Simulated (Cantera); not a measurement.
A closed system holds: 1 mol HI, 3.4 mol H2, 0.83 mol N2, held at 66.0 mbar.

Cantera equilibrium calculation (NASA polynomials, part measured and part estimated; ideal gas, pure solids and liquids). Candidate condensed phases: I2; 12 gas species. Equilibrium is a limit: real reactors are often held back by kinetics, nucleation or transport.

Task: At 2123 K, list the 4 most abundant gas species with their mole fractions, and the condensed phases.

Result: H2 0.669, I 0.160, N2 0.145, HI 0.0150. Condensed: gas only.
